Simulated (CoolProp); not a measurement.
Properties of CHF3 (R23) along the isobar 101 kPa.

Values from CoolProp's reference Helmholtz-energy equation of state, Penoncello 2003.

| T (K) | phase | cv (kJ/(kg K)) | speed of sound (m/s) | Joule-Thomson coefficient (K/MPa) | isothermal compressibility (1/MPa) | fugacity coefficient |
|---|---|---|---|---|---|---|
| 255.2 | gas | 0.5555 | 190.4 | 20.81 | 10.04 | 0.9869 |
| 279.6 | gas | 0.5876 | 198.7 | 15.49 | 9.998 | 0.9905 |
| 304 | gas | 0.6215 | 206.5 | 12.02 | 9.973 | 0.9928 |
| 328.4 | gas | 0.6558 | 213.9 | 9.620 | 9.956 | 0.9945 |
| 352.9 | gas | 0.6899 | 221.1 | 7.864 | 9.943 | 0.9958 |
| 377.3 | gas | 0.7231 | 227.9 | 6.546 | 9.934 | 0.9967 |
| 401.7 | gas | 0.7552 | 234.6 | 5.523 | 9.927 | 0.9974 |
| 426.1 | gas | 0.7861 | 241.0 | 4.712 | 9.921 | 0.9979 |
| 450.6 | gas | 0.8157 | 247.4 | 4.054 | 9.917 | 0.9984 |
| 475 | gas | 0.8437 | 253.5 | 3.517 | 9.914 | 0.9987 |
